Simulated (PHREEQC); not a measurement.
0.85 g of hydrous ferric oxide (600 m²/g; 0.2 weak and 0.005 strong sites per Fe, Dzombak-Morel constants, diffuse double layer) in 1 kg of water with 0.01 mol/kgw of an inert sodium salt and 5.8e-06 mol/kgw Na2HAsO4, 1.8e-05 mol/kgw Na2SeO4 and 0.0043 mol/kgw CaCl2, at 25 °C; the pH is set by adding NaOH or the inert anion's acid. Oxygen is held at 0.21 atm. The system is closed to CO2. No solid was allowed to form.

Model: ion-association model, wateq4f.dat, run in PHREEQC.

```json
[
 {"pH": "3", "As sorbed (%)": "100.0", "Se sorbed (%)": "100.0", "Ca sorbed (%)": "0.0", "surface charge σ (C/m²)": "0.338", "surface potential ψ (mV)": "185"},
 {"pH": "3.38", "As sorbed (%)": "100.0", "Se sorbed (%)": "100.0", "Ca sorbed (%)": "0.0", "surface charge σ (C/m²)": "0.314", "surface potential ψ (mV)": "182"},
 {"pH": "3.75", "As sorbed (%)": "100.0", "Se sorbed (%)": "100.0", "Ca sorbed (%)": "0.0", "surface charge σ (C/m²)": "0.280", "surface potential ψ (mV)": "176"},
 {"pH": "4.12", "As sorbed (%)": "100.0", "Se sorbed (%)": "100.0", "Ca sorbed (%)": "0.0", "surface charge σ (C/m²)": "0.239", "surface potential ψ (mV)": "168"},
 {"pH": "4.5", "As sorbed (%)": "100.0", "Se sorbed (%)": "99.9", "Ca sorbed (%)": "0.0", "surface charge σ (C/m²)": "0.195", "surface potential ψ (mV)": "158"},
 {"pH": "4.88", "As sorbed (%)": "100.0", "Se sorbed (%)": "99.8", "Ca sorbed (%)": "0.0", "surface charge σ (C/m²)": "0.154", "surface potential ψ (mV)": "146"},
 {"pH": "5.25", "As sorbed (%)": "100.0", "Se sorbed (%)": "99.4", "Ca sorbed (%)": "0.0", "surface charge σ (C/m²)": "0.119", "surface potential ψ (mV)": "133"},
 {"pH": "5.62", "As sorbed (%)": "100.0", "Se sorbed (%)": "98.2", "Ca sorbed (%)": "0.0", "surface charge σ (C/m²)": "0.090", "surface potential ψ (mV)": "119"},
 {"pH": "6", "As sorbed (%)": "100.0", "Se sorbed (%)": "94.4", "Ca sorbed (%)": "0.1", "surface charge σ (C/m²)": "0.065", "surface potential ψ (mV)": "103"},
 {"pH": "6.38", "As sorbed (%)": "100.0", "Se sorbed (%)": "82.5", "Ca sorbed (%)": "0.2", "surface charge σ (C/m²)": "0.047", "surface potential ψ (mV)": "87"},
 {"pH": "6.75", "As sorbed (%)": "100.0", "Se sorbed (%)": "57.6", "Ca sorbed (%)": "0.5", "surface charge σ (C/m²)": "0.033", "surface potential ψ (mV)": "71"},
 {"pH": "7.12", "As sorbed (%)": "100.0", "Se sorbed (%)": "27.7", "Ca sorbed (%)": "1.0", "surface charge σ (C/m²)": "0.023", "surface potential ψ (mV)": "55"},
 {"pH": "7.5", "As sorbed (%)": "100.0", "Se sorbed (%)": "9.1", "Ca sorbed (%)": "1.8", "surface charge σ (C/m²)": "0.014", "surface potential ψ (mV)": "38"},
 {"pH": "7.88", "As sorbed (%)": "100.0", "Se sorbed (%)": "3.0", "Ca sorbed (%)": "4.2", "surface charge σ (C/m²)": "0.008", "surface potential ψ (mV)": "24"},
 {"pH": "8.25", "As sorbed (%)": "100.0", "Se sorbed (%)": "1.4", "Ca sorbed (%)": "8.6", "surface charge σ (C/m²)": "0.006", "surface potential ψ (mV)": "16"},
 {"pH": "8.62", "As sorbed (%)": "100.0", "Se sorbed (%)": "0.8", "Ca sorbed (%)": "13.7", "surface charge σ (C/m²)": "0.005", "surface potential ψ (mV)": "14"},
 {"pH": "9", "As sorbed (%)": "100.0", "Se sorbed (%)": "0.4", "Ca sorbed (%)": "17.8", "surface charge σ (C/m²)": "0.004", "surface potential ψ (mV)": "12"}
]
```

Complexes and solids missing from the database can't appear. The database has no arsenate complexes of Ca. The oxide is taken as insoluble; below pH 4 it would dissolve.
